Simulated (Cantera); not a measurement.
A diamond (100) surface in a fixed gas of H2 with x(CH4) = 0.0097, x(H) = 0.00058, x(CH3) = 7.5e-05, at 1025 K; coverages are run to steady state.

Cantera simulation using the Harris–Goodwin 1993 mechanism for the reconstructed diamond (100) surface; the numbers are that mechanism's predictions, not measurements.

One state of this run: growth (µm/h) = 1.86; θ c6HH = 0.552; θ c6H* = 0.0191; θ c6*H = 0.365; θ c6** = 0.00907; θ c6HM = 0.0389. θ: site fractions in the mechanism's names (c6HH fully hydrogenated, c6H* and c6*H radical sites, c6** diradical, c6HM methylated).

Task: Which value of P (Pa) does it belong to?
(A) 6800
(B) 450
(C) 1100
(D) 1800

Result: A, 6800
